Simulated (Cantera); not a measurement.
Input: 1 mol Cr, a varied amount of H2O, 140 mol H2, at 1200 °C and 1.00 mbar.

Equilibrium computed with Cantera from the NASA thermochemical tables; the gas is ideal and each condensed phase is pure. Candidate condensed phases: Cr, Cr2O3, H2O; 13 gas species. Mutual solubility and eutectic melting of coexisting phases are not modelled. Kinetics and transport are ignored.

x: gas mole fraction; n: condensed amount in mol.

```json
[
 {"n(H2O) (mol)": "0.028", "x H2": "0.999", "x H2O": "?", "x H": "0.000401", "x Cr": "0.000320", "x CrO": "1.90e-8", "x OH": "2.09e-9", "n Cr(s)": "0.955", "n Cr2O3(s)": "0"},
 {"n(H2O) (mol)": "0.035", "x H2": "0.999", "x H2O": "?", "x H": "0.000401", "x Cr": "0.000320", "x CrO": "2.37e-8", "x OH": "2.61e-9", "n Cr(s)": "0.955", "n Cr2O3(s)": "0"},
 {"n(H2O) (mol)": "0.043", "x H2": "0.999", "x H2O": "?", "x H": "0.000401", "x Cr": "0.000320", "x CrO": "2.92e-8", "x OH": "3.20e-9", "n Cr(s)": "0.955", "n Cr2O3(s)": "0"},
 {"n(H2O) (mol)": "0.055", "x H2": "0.999", "x H2O": "?", "x H": "0.000401", "x Cr": "0.000320", "x CrO": "3.73e-8", "x OH": "4.10e-9", "n Cr(s)": "0.955", "n Cr2O3(s)": "0"},
 {"n(H2O) (mol)": "0.069", "x H2": "0.999", "x H2O": "?", "x H": "0.000401", "x Cr": "0.000320", "x CrO": "4.68e-8", "x OH": "5.14e-9", "n Cr(s)": "0.955", "n Cr2O3(s)": "0"},
 {"n(H2O) (mol)": "0.086", "x H2": "0.999", "x H2O": "?", "x H": "0.000401", "x Cr": "0.000320", "x CrO": "5.83e-8", "x OH": "6.41e-9", "n Cr(s)": "0.955", "n Cr2O3(s)": "0"},
 {"n(H2O) (mol)": "0.11", "x H2": "0.998", "x H2O": "?", "x H": "0.000401", "x Cr": "0.000320", "x CrO": "7.46e-8", "x OH": "8.19e-9", "n Cr(s)": "0.955", "n Cr2O3(s)": "0"},
 {"n(H2O) (mol)": "0.14", "x H2": "0.998", "x H2O": "0.000998", "x H": "0.000400", "x Cr": "0.000320", "x CrO": "9.49e-8", "x OH": "1.04e-8", "n Cr(s)": "0.955", "n Cr2O3(s)": "0"},
 {"n(H2O) (mol)": "0.17", "x H2": "0.998", "x H2O": "0.00103", "x H": "0.000400", "x Cr": "0.000320", "x CrO": "9.82e-8", "x OH": "1.08e-8", "n Cr(s)": "0.938", "n Cr2O3(s)": "0.00835"}
]
```

### Question
Some entries are withheld; supply them.

### Answer

- 0.028, x H2O: 0.000200
- 0.035, x H2O: 0.000250
- 0.043, x H2O: 0.000307
- 0.055, x H2O: 0.000392
- 0.069, x H2O: 0.000492
- 0.086, x H2O: 0.000614
- 0.11, x H2O: 0.000785
